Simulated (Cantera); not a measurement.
An isothermal plug-flow reactor at 975 K and 5.00 bar (inlet), inlet velocity 1.6 m/s, active area per volume 1000 1/m; feed 0.311 % CH₄, 2.11 % O₂, 87.7 % N₂, 9.88 % H₂O.

Detailed kinetics in Cantera: Deutschmann's 1995 Pt surface mechanism with GRI-Mech 3.0 gas chemistry. Catalytic surfaces can have several steady states; this one follows from the mechanism file's or the stated starting coverage. Mass transfer to the wall is taken as infinitely fast.

Question: Predict: x(CH₄) at z = 0.054 m; x(O₂) at z = 0.054 m; x(H₂O) at z = 0.054 m; x(CO₂) at z = 0.054 m; x(CO) at z = 0.054 m; θ(free Pt) at the exit; θ(O*) at the exit; θ(OH*) at the exit.

Answer: 
- x(CH₄) at z = 0.054 m = 0.000543
- x(O₂) at z = 0.054 m = 0.0160
- x(H₂O) at z = 0.054 m = 0.104
- x(CO₂) at z = 0.054 m = 0.00251
- x(CO) at z = 0.054 m = 3.17e-7
- θ(free Pt) at the exit = 0.177
- θ(O*) at the exit = 0.810
- θ(OH*) at the exit = 0.0134
